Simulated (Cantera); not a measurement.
Mixture: 8.26 % CH4, 18.3 % O2, 73.4 % N2, equivalence ratio 0.90, at 1.50 bar, adiabatic and at constant volume. Ignition delay is the time to a rise of 400 K.

Detailed kinetics in Cantera: GRI-Mech 3.0 (53 species, 325 reactions).

Task: Predict: delay at 1250 K; delay at 1325 K; delay at 1400 K; delay at 1475 K; delay at 1550 K; delay at 1625 K; apparent activation energy between 1475 and 1625 K.

Result: 
```
Item                                                     Value
--------------------------------------------------  ----------
delay at 1250 K                                        15.5 ms
delay at 1325 K                                        5.91 ms
delay at 1400 K                                        2.42 ms
delay at 1475 K                                        1.07 ms
delay at 1550 K                                       0.509 ms
delay at 1625 K                                       0.264 ms
apparent activation energy between 1475 and 1625 K  190 kJ/mol
```
